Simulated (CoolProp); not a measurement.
Vapour pressure (bar) of propane: the reference equation beside estimates from Tc = 96.7 °C, pc = 42.51 bar, ω = 0.152. Clausius-Clapeyron is anchored at 21.95 °C with a constant enthalpy of vaporisation of 15.04 kJ/mol.

Model: reference Helmholtz-energy equation of state, Lemmon 2009, in CoolProp.

| T (°C) | reference | Lee-Kesler | Clausius-Clapeyron | Redlich-Kwong | Soave-Redlich-Kwong | Peng-Robinson |
|---|---|---|---|---|---|---|
| 19.15 | 8.179 | 8.213 | 8.301 | 9.574 | 8.255 | 8.170 |
| 21.95 | 8.802 | 8.838 | 8.802 | 10.25 | 8.890 | 8.796 |
| 24.75 | 9.460 | 9.498 | 9.324 | 10.96 | 9.560 | 9.456 |
| 27.45 | 10.13 | 10.17 | 9.847 | 11.68 | 10.24 | 10.13 |
| 30.25 | 10.86 | 10.90 | 10.41 | 12.46 | 10.98 | 10.86 |
| 33.05 | 11.62 | 11.66 | 10.99 | 13.27 | 11.76 | 11.63 |
| 35.85 | 12.43 | 12.47 | 11.60 | 14.11 | 12.58 | 12.44 |
| 38.65 | 13.27 | 13.31 | 12.22 | 14.99 | 13.44 | 13.29 |
| 41.45 | 14.16 | 14.20 | 12.87 | 15.91 | 14.35 | 14.19 |
| 44.25 | 15.09 | 15.12 | 13.54 | 16.87 | 15.29 | 15.12 |
| 47.05 | 16.06 | 16.09 | 14.23 | 17.86 | 16.28 | 16.11 |

Absolute difference from the reference over all 11 rows, mean and median: Lee-Kesler 0.3 and 0.3 %, Clausius-Clapeyron 5.5 and 5.4 %, Redlich-Kwong 14.1 and 14.2 %, Soave-Redlich-Kwong 1.2 and 1.2 %, Peng-Robinson 0.1 and 0.1 %.
